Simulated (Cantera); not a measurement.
An adiabatic, constant-volume homogeneous reactor starts with H₂ : O₂ : N₂ : CO₂ = 1 : 0.385 : 1.45 : 0.0087 (molar parts), at 1200 K and 500000 Pa.

Model: GRI-Mech 3.0 (53 species, 325 reactions), integrated in Cantera. The hydrogen kinetics of GRI-Mech 3.0 are dated; newer H2 mechanisms differ, most at raised pressure. Above 3000 K some thermodynamic fits are extrapolated.

One state of this run: T (K) = 3113; P (bar) = 11.5; x H₂ = 0.0992; x O₂ = 0.00283; x NO = 0.00242; x O = 0.00259; x H = 0.0206; x N₂O = 7.18e-7; x H₂O₂ = 1.02e-6. x: mole fraction; the columns are a selection and need not sum to one.

Which value of t (s) does it belong to?
A) 4.23e-5
B) 1.00e-5
C) 0.0279
D) 0.0574

A, 4.23e-5
